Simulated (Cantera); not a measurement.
Input: 1 mol MgO, 1.5 mol CO, 4 mol H2, held at 8.20 bar.

These are equilibrium values from Cantera (NASA tables, ideal gas, pure condensed phases), not measurements of a reactor. Candidate condensed phases: C, C6H6, C7H8, C8H18, H2O, Mg, MgCO3, MgO, Mg(OH)2; 116 gas species. The tables' values for MgH are old estimates; treat these amounts as uncertain. Equilibrium is a limit: real reactors are often held back by kinetics, nucleation or transport.

x: gas mole fraction; n: condensed amount in mol.

| T (°C) | x H2 | x CO | x Mg | x H2O | x H | x CO2 | x MgH | n MgO(s) |
|---|---|---|---|---|---|---|---|---|
| 1600 | 0.725 | 0.272 | 0.000191 | 0.00101 | 0.000192 | 9.23e-5 | 6.65e-6 | 0.999 |
| 1675 | 0.725 | 0.272 | 0.000598 | 0.00105 | 0.000336 | 8.96e-5 | 2.19e-5 | 0.997 |
| 1750 | 0.724 | 0.272 | 0.00129 | 0.00145 | 0.000564 | 0.000116 | 4.93e-5 | 0.993 |
| 1825 | 0.722 | 0.272 | 0.00225 | 0.00226 | 0.000913 | 0.000172 | 9.01e-5 | 0.987 |
| 1900 | 0.720 | 0.271 | [?] | [?] | [?] | [?] | 0.000151 | 0.979 |
| 1975 | 0.716 | 0.270 | 0.00560 | 0.00547 | 0.00217 | 0.000380 | 0.000241 | 0.967 |
| 2050 | 0.710 | 0.269 | 0.00837 | 0.00819 | 0.00320 | 0.000548 | 0.000372 | 0.951 |
| 2125 | 0.702 | 0.268 | 0.0122 | 0.0119 | 0.00461 | 0.000771 | 0.000556 | 0.928 |
| 2200 | 0.691 | 0.266 | [?] | [?] | [?] | [?] | 0.000805 | 0.897 |
| 2275 | 0.677 | 0.263 | 0.0238 | 0.0234 | 0.00889 | 0.00144 | 0.00113 | 0.855 |

**Question.** Some entries are withheld; supply them.

**Answer.** 
- 2200, x Mg: 0.0172
- 2200, x H2O: 0.0169
- 2200, x H: 0.00647
- 2200, x CO2: 0.00106
- 1900, x Mg: 0.00363
- 1900, x H2O: 0.00356
- 1900, x H: 0.00143
- 1900, x CO2: 0.000258
